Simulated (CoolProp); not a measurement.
The fluid at 298.15 K and 0.291 MPa flows at 0.059 m/s in a round tube of 4.6 mm bore and 1.5 µm roughness, fully developed (64/Re and Nu = 3.66 if laminar; Colebrook and Gnielinski if turbulent). The same conditions are run with several fluids, on thermodynamics alone (safety and materials aside).

Computed with CoolProp (reference Helmholtz-energy equation of state of each fluid (oxygen: Schmidt 1985; ammonia: Gao 2020; normal hydrogen: Leachman 2009; R143a: Lemmon and Jacobsen 2000; nitrogen: Span 2000)).

```
fluid            Reynolds number  Darcy friction factor  pressure drop (Pa/m)  heat-transfer coefficient (W/(m² K))  mass flow (kg/h)
---------------  ---------------  ---------------------  --------------------  ------------------------------------  ----------------
oxygen                       [?]                    [?]                  1.84                                   [?]            0.0133
ammonia                     55.8                   1.15                   [?]                                  20.0           0.00728
normal hydrogen              [?]                   8.89                 0.794                                   [?]          0.000834
R143a                        253                  0.253                 0.995                                  11.9            0.0367
nitrogen                    50.1                   1.28                  1.59                                   [?]            0.0116
```

Some entries are withheld; supply them.


- oxygen, Reynolds number: 49.6
- oxygen, Darcy friction factor: 1.29
- oxygen, heat-transfer coefficient (W/(m² K)): 21.0
- ammonia, pressure drop (Pa/m): 0.896
- normal hydrogen, Reynolds number: 7.20
- normal hydrogen, heat-transfer coefficient (W/(m² K)): 148
- nitrogen, heat-transfer coefficient (W/(m² K)): 20.6

Transport values come from each fluid's own correlations; those of R143a are estimates that may be off by 10 % or more.
